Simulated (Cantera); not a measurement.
What does this Cantera script print?

```python
import numpy as np
import cantera as ct

gas = ct.Solution("gri30.yaml")
gas.TPX = 1825, 60000, {'C3H8': 1, 'H2': 3.5, 'H2O': 0.34}
inlet = ct.Reservoir(gas, clone=True)

reactor = ct.IdealGasConstPressureReactor(gas, energy="off", clone=False)
exhaust = ct.Reservoir(gas, clone=True)
tau = [2.1, 1, 0.49, 0.24, 0.11, 0.055, 0.027, 0.013, 0.0062, 0.003][0]
for a, b in ((inlet, reactor), (reactor, exhaust)):
    ct.MassFlowController(a, b, mdot=lambda t: reactor.mass / tau)
net = ct.ReactorNet([reactor])
show = ['C3H8', 'H2', 'C2H6', 'C2H4', 'H', 'CH3']

rows = []
print(f"{'tau/s':>10s}{'T/K':>9s}" + "".join(f"{s:>11s}" for s in show))
for tau in [2.1, 1, 0.49, 0.24, 0.11, 0.055, 0.027, 0.013, 0.0062, 0.003]:
    net.initial_time = 0.0
    net.advance(30 * tau)
    before = gas.X
    net.advance(40 * tau)
    drift = np.max(np.abs(gas.X - before) / (gas.X + 1e-9))
    rows.append([gas.T, *gas[show].X, drift])
    print(f"{tau:10.3e}{gas.T:9.1f}" + "".join(f"{x:11.3e}" for x in gas[show].X))
```

Result:

```
     tau/s      T/K       C3H8         H2       C2H6       C2H4          H        CH3
 2.100e+00   1825.0  4.087e-07  7.846e-01  1.409e-06  1.483e-03  5.121e-04  1.526e-04
 1.000e+00   1825.0  8.581e-07  7.807e-01  2.050e-06  1.499e-03  5.147e-04  1.901e-04
 4.900e-01   1825.0  1.751e-06  7.748e-01  3.244e-06  1.531e-03  5.189e-04  2.453e-04
 2.400e-01   1825.0  3.570e-06  7.666e-01  5.477e-06  1.591e-03  5.257e-04  3.243e-04
 1.100e-01   1825.0  7.756e-06  7.555e-01  1.008e-05  1.711e-03  5.382e-04  4.460e-04
 5.500e-02   1825.0  1.537e-05  7.447e-01  1.753e-05  1.902e-03  5.568e-04  5.946e-04
 2.700e-02   1825.0  3.078e-05  7.335e-01  3.087e-05  2.253e-03  5.869e-04  8.001e-04
 1.300e-02   1825.0  6.205e-05  7.220e-01  5.455e-05  2.905e-03  6.340e-04  1.085e-03
 6.200e-03   1825.0  1.244e-04  7.107e-01  9.519e-05  4.087e-03  7.030e-04  1.475e-03
 3.000e-03   1825.0  2.425e-04  6.998e-01  1.607e-04  6.093e-03  7.949e-04  1.988e-03
```

Model: GRI-Mech 3.0 (53 species, 325 reactions), integrated in Cantera. GRI-Mech 3.0 was tuned for natural gas; its chemistry of propane as a main component is partial and can be far from experiment. GRI-Mech 3.0 stops at C3 and has no aromatics, soot or wall deposition, so with more carbon than oxygen in the feed, carbon stays in small species such as C2H2 where larger ones or solid carbon would form.
